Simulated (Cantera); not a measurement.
A closed system holds: 1 mol SiH2Cl2, 0.12 mol C2H4, 16 mol H2, 0.059 mol C2H2, at 1527 °C and 1000 Pa.

Cantera equilibrium calculation (NASA polynomials, part measured and part estimated; ideal gas, pure solids and liquids). Candidate condensed phases: C, C6H6, C7H8, C8H18, Si, SiC; 109 gas species. Mutual solubility and eutectic melting of coexisting phases are not modelled. The tables' values for SiCl, SiCl3 are old estimates; treat these amounts as uncertain. Gases not in the tables: Si2H6 and higher silanes. Kinetics and transport are ignored.

Base state: H2 0.905, HCl 0.0725, SiCl2 0.0180, H 0.00341, Si 0.000318, SiCl 0.000210, Cl 0.000209, SiCl3 6.91e-5 (mole fractions); condensed: Si(l) + SiC(s).

**Question.** What changes in the equilibrium state with this change: pressure from 1000 Pa to 240 Pa?

**Answer.** 
| species | before | after |
|---|---|---|
| H2 | 0.905 | 0.901 |
| HCl | 0.0725 | 0.0721 |
| SiCl2 | 0.0180 | 0.0178 |
| H | 0.00341 | 0.00694 |
| Si | 0.000318 | 0.00132 |
| Si2C | 3.37e-6 | 1.41e-5 |
| SiCl3 | 6.91e-5 | 3.35e-5 |
| SiH | 3.45e-5 | 7.02e-5 |
| Cl | 0.000209 | 0.000425 |
| SiCl | 0.000210 | 0.000426 |
| Si(l), mol | 0.300 | 0.279 |
| SiC(s), mol | 0.358 | 0.358 |
